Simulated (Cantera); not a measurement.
Charge: 1 mol V2O3, 0.51 mol H2, held at 750 Torr.

Points: T (K) = 798, 823, 848, 873, 898, 923, 948, 973, 998.

Cantera's Mixture.equilibrate('TP', solver="vcs", rtol=1e-11, max_steps=5000) on the NASA tables stopped like this:

```
*******************************************************************************
CanteraError thrown by VCS_SOLVE::solve_tp_inner:
vcs_solve_TP: ERROR on step change wt[3:V2O4(II)]: -1.6940658945086007e-21 < 0.0
*******************************************************************************
```

**Question.** What got this run through?

**Answer.** One answer among several that fit: The failure is numerical, not chemical. The same input converged with solver="gibbs", rtol=1e-10, max_steps=50000, and the result passed a check of the equilibrium conditions:
```
log10 of partial pressures in bar; condensed amounts in mol
       T/K        H2     VO(s)   V2O3(s)
       798    -0.000 2.189e-06         1
       823    -0.000 3.574e-06         1
       848    -0.000 5.662e-06         1
       873    -0.000 8.731e-06         1
       898    -0.000 1.313e-05         1
       923    -0.000  1.93e-05         1
       948    -0.000 2.779e-05         1
       973    -0.000 3.925e-05         1
       998    -0.000 5.445e-05         1
```

The gas is ideal and each condensed phase is pure. Condensed phases not in the tables: the oxides between V2O3 and V2O5 other than VO2.
